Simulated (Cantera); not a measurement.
Charge: 1 mol SiCl4, a varied amount of H2O, 6.6 mol N2, at 500 °C and 0.00230 bar.

Cantera equilibrium calculation (NASA polynomials, part measured and part estimated; ideal gas, pure solids and liquids). Candidate condensed phases: H2O, NH4Cl, Si, SiO2, Si2N2O, Si3N4; 47 gas species. Kinetics and transport are ignored.

At 0.67 mol H2O, list the 3 most abundant gas species with their mole fractions, and the condensed phases.

N2 0.767, HCl 0.156, SiCl4 0.0773. Condensed: SiO2(α-quartz).
